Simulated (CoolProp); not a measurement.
Vapour-liquid equilibrium of methanol (1) + benzene (2) at 0.861 MPa; x and y are mole fractions of (1).

Values from CoolProp's multi-fluid Helmholtz-energy mixture model, de Reuck 1993 and Thol 2012; pair parameters Bell 2016.

| x | bubble temperature, mixture model (°C) | bubble temperature, Raoult's law (°C) | y, mixture model | y, Raoult's law |
|---|---|---|---|---|
| 0.05 | 156.6 | 166.2 | 0.224 | 0.117 |
| 0.2 | ___ | 156.8 | ___ | 0.380 |
| 0.35 | 133.7 | 149.7 | 0.580 | 0.563 |
| 0.5 | ___ | 144.1 | 0.638 | 0.701 |
| 0.65 | 129.8 | 139.4 | ___ | 0.810 |
| 0.8 | 129.4 | 135.4 | ___ | 0.901 |
| 0.95 | 130.3 | 131.9 | ___ | 0.977 |

Some entries are withheld; supply them.


- 0.2, bubble temperature, mixture model (°C): 139.3
- 0.2, y, mixture model: 0.488
- 0.5, bubble temperature, mixture model (°C): 131.2
- 0.65, y, mixture model: 0.702
- 0.8, y, mixture model: 0.795
- 0.95, y, mixture model: 0.939

The largest gap from Raoult's law is -17.5 K in bubble temperature, at x = 0.2. y crosses x between x = 0.65 and 0.8: the model has an azeotrope there.

The pair parameters rest on a limited set of measurements; away from them the model extrapolates.
